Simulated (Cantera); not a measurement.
Input (Python, Cantera):

```python
import numpy as np
import cantera as ct

gas = ct.Solution("gri30.yaml")
gas.TPX = 1123, 100000, {'N2O': 1, 'O2': 0.45}
inlet = ct.Reservoir(gas, clone=True)

reactor = ct.IdealGasConstPressureReactor(gas, energy="off", clone=False)
exhaust = ct.Reservoir(gas, clone=True)
tau = [1.8, 0.93, 0.48, 0.24, 0.12, 0.063, 0.032, 0.017, 0.0085, 0.0043, 0.0022][0]
for a, b in ((inlet, reactor), (reactor, exhaust)):
    ct.MassFlowController(a, b, mdot=lambda t: reactor.mass / tau)
net = ct.ReactorNet([reactor])
show = ['N2O', 'O2', 'NO2', 'N2', 'NO']

rows = []
print(f"{'tau/s':>10s}{'T/K':>9s}" + "".join(f"{s:>11s}" for s in show))
for tau in [1.8, 0.93, 0.48, 0.24, 0.12, 0.063, 0.032, 0.017, 0.0085, 0.0043, 0.0022]:
    net.initial_time = 0.0
    net.advance(30 * tau)
    before = gas.X
    net.advance(40 * tau)
    drift = np.max(np.abs(gas.X - before) / (gas.X + 1e-9))
    rows.append([gas.T, *gas[show].X, drift])
    print(f"{tau:10.3e}{gas.T:9.1f}" + "".join(f"{x:11.3e}" for x in gas[show].X))
```

Result:

```
     tau/s      T/K        N2O         O2        NO2         N2         NO
 1.800e+00   1123.0  5.402e-01  3.447e-01  1.005e-04  1.072e-01  7.807e-03
 9.300e-01   1123.0  6.014e-01  3.306e-01  5.971e-05  6.327e-02  4.752e-03
 4.800e-01   1123.0  6.403e-01  3.216e-01  3.251e-05  3.531e-02  2.701e-03
 2.400e-01   1123.0  6.639e-01  3.162e-01  1.583e-05  1.847e-02  1.428e-03
 1.200e-01   1123.0  6.764e-01  3.134e-01  7.042e-06  9.453e-03  7.357e-04
 6.300e-02   1123.0  6.826e-01  3.119e-01  3.012e-06  5.019e-03  3.923e-04
 3.200e-02   1123.0  6.861e-01  3.112e-01  1.100e-06  2.565e-03  2.011e-04
 1.700e-02   1123.0  6.877e-01  3.108e-01  3.876e-07  1.366e-03  1.074e-04
 8.500e-03   1123.0  6.887e-01  3.106e-01  1.125e-07  6.841e-04  5.384e-05
 4.300e-03   1123.0  6.892e-01  3.105e-01  3.123e-08  3.461e-04  2.725e-05
 2.200e-03   1123.0  6.894e-01  3.104e-01  8.505e-09  1.769e-04  1.392e-05
```

Cantera simulation using GRI-Mech 3.0 (53 species, 325 reactions); the numbers are that mechanism's predictions, not measurements. GRI-Mech 3.0 was tuned for natural gas; its chemistry of N2O as a main component is partial and can be far from experiment. The mechanism lacks the step 2 NO + O2 → 2 NO2, which can matter for NO2 below about 1400 K. The temperature is held fixed by assumption; the heat of reaction is taken as removed at once.
